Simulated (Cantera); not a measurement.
A Cantera script and what it prints.

```python
import numpy as np
import cantera as ct

gas_names = """
    H H2 Si SiH SiH2 SiH3 SiH4 Si2 Si3
""".split()
cond_names = """
    Si(cr) Si(L)
""".split()


# ... load() reads the species with a 1 bar reference pressure and builds the phases ...
atoms = {
    'SiH4': {'Si': 1, 'H': 4},
    'H2': {'H': 2},
}
top_T = {}  # K; cautious upper limits of use, not melting points


# ... equilibrate(T, P, feed) seeds the gas with the atoms and calls Mixture.equilibrate('TP', solver="vcs", rtol=1e-11, max_steps=5000) ...
results = []
feed = {'SiH4': 1, 'H2': 33}  # mol
P = 133.322  # Pa
for T in [1273, 1323, 1373, 1423, 1473, 1523, 1573, 1623, 1673, 1723]:
    mix = equilibrate(T, P, feed)
    results.append((T, P, feed, dict(zip(mix.species_names, mix.species_moles))))

top = {s: max(r[3][s] / sum(r[3][g] for g in gas_names) for r in results) for s in gas_names}
cols = sorted((s for s in top if top[s] > 0.001), key=lambda s: -top[s])[:5]
seen = [c for c in cond_names if any(r[3].get(c, 0) > 1e-12 for r in results)]
print("log10 of partial pressures in bar; condensed amounts in mol")
print(f"{'T/K':>10s}" + "".join(f"{s[:9]:>10s}" for s in cols + seen))
for T, P, feed, n in results:
    ng = sum(n[g] for g in gas_names)
    print(f"{T:10.4g}" + "".join(f"{np.log10(max(n[s] / ng * P / 1e5, 1e-99)):10.3f}" for s in cols)
          + "".join(f"{n.get(c, 0):10.4g}" for c in seen))
```

It prints:

```
log10 of partial pressures in bar; condensed amounts in mol
       T/K        H2         H    Si(cr)     Si(L)
      1273    -2.875    -7.584         1         0
      1323    -2.875    -7.237         1         0
      1373    -2.875    -6.915         1         0
      1423    -2.875    -6.615    0.9999         0
      1473    -2.875    -6.335    0.9998         0
      1523    -2.875    -6.074    0.9994         0
      1573    -2.876    -5.829    0.9983         0
      1623    -2.876    -5.598    0.9953         0
      1673    -2.877    -5.382    0.9878         0
      1723    -2.878    -5.178         0    0.9718
```

Cantera equilibrium calculation (NASA polynomials, part measured and part estimated; ideal gas, pure solids and liquids). Gases not in the tables: Si2H6 and higher silanes.
